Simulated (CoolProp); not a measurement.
The fluid at 298.15 K and 1.8 MPa (liquid) is heated at constant pressure to 389.3 K. The same conditions are run with several fluids, on thermodynamics alone (safety and materials aside).

Model: reference Helmholtz-energy equation of state of each fluid (propane: Lemmon 2009; n-pentane: Thol 2019; ethylbenzene: Zhou 2012; R123: Younglove 1994; sulfur dioxide: Gao 2016), in CoolProp.

| fluid | heat (kJ/kg) | final phase | final density (kg/m³) |
|---|---|---|---|
| propane | 506 | gas | (withheld) |
| n-pentane | (withheld) | liquid | (withheld) |
| ethylbenzene | 173 | liquid | (withheld) |
| R123 | 98.7 | liquid | 1200 |
| sulfur dioxide | 403 | gas | (withheld) |

Problem. What belongs in the gaps?

Solution. 
- propane, final density (kg/m³): 28.3
- n-pentane, heat (kJ/kg): 232
- n-pentane, final density (kg/m³): 519
- ethylbenzene, final density (kg/m³): 782
- sulfur dioxide, final density (kg/m³): 40.7
